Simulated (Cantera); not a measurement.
An adiabatic, constant-volume homogeneous reactor starts with CH3OH : O2 : N2 = 1 : 2.11 : 7.94 (molar parts), at 1650 K and 0.340 bar. Integrator tolerance rtol = 1e-08.

Detailed kinetics in Cantera: GRI-Mech 3.0 (53 species, 325 reactions). GRI-Mech 3.0 was tuned for natural gas; its chemistry of methanol as a main component is partial and can be far from experiment.

Q: What does this change do: O2 2.11 to 0.96 parts?

A: 
```tsv
quantity	before	after
time of steepest temperature rise	0.186 ms	0.189 ms
temperature at 0.400 s	2728 K	2616 K
equilibrium temperature	2728 K	2616 K
x(CH3OH) at 0.400 s	<1e-12 (gas-phase equilibrium <1e-12)	<1e-12 (gas-phase equilibrium <1e-12)
x(O2) at 0.400 s	0.0544 (gas-phase equilibrium 0.0544)	0.00166 (gas-phase equilibrium 0.00166)
x(NO) at 0.400 s	0.0154 (gas-phase equilibrium 0.0154)	0.00237 (gas-phase equilibrium 0.00237)
x(CO) at 0.400 s	0.0315 (gas-phase equilibrium 0.0315)	0.0611 (gas-phase equilibrium 0.0611)
x(C2H6) at 0.400 s	<1e-12 (gas-phase equilibrium <1e-12)	<1e-12 (gas-phase equilibrium <1e-12)
x(H2O) at 0.400 s	0.136 (gas-phase equilibrium 0.136)	0.129 (gas-phase equilibrium 0.129)
x(NO2) at 0.400 s	4.39e-6 (gas-phase equilibrium 4.39e-6)	1.30e-7 (gas-phase equilibrium 1.30e-7)
```

Q: What does this change do: pressure from 0.340 bar to 0.250 bar?

A: 
| quantity | before | after |
|---|---|---|
| time of steepest temperature rise | 0.186 ms | 0.250 ms |
| temperature at 0.400 s | 2728 K | 2703 K |
| equilibrium temperature | 2728 K | 2703 K |
| x(CH3OH) at 0.400 s | <1e-12 (gas-phase equilibrium <1e-12) | <1e-12 (gas-phase equilibrium <1e-12) |
| x(O2) at 0.400 s | 0.0544 (gas-phase equilibrium 0.0544) | 0.0550 (gas-phase equilibrium 0.0550) |
| x(NO) at 0.400 s | 0.0154 (gas-phase equilibrium 0.0154) | 0.0149 (gas-phase equilibrium 0.0149) |
| x(CO) at 0.400 s | 0.0315 (gas-phase equilibrium 0.0315) | 0.0322 (gas-phase equilibrium 0.0322) |
| x(C2H6) at 0.400 s | <1e-12 (gas-phase equilibrium <1e-12) | <1e-12 (gas-phase equilibrium <1e-12) |
| x(H2O) at 0.400 s | 0.136 (gas-phase equilibrium 0.136) | 0.135 (gas-phase equilibrium 0.135) |
| x(NO2) at 0.400 s | 4.39e-6 (gas-phase equilibrium 4.39e-6) | 3.72e-6 (gas-phase equilibrium 3.72e-6) |
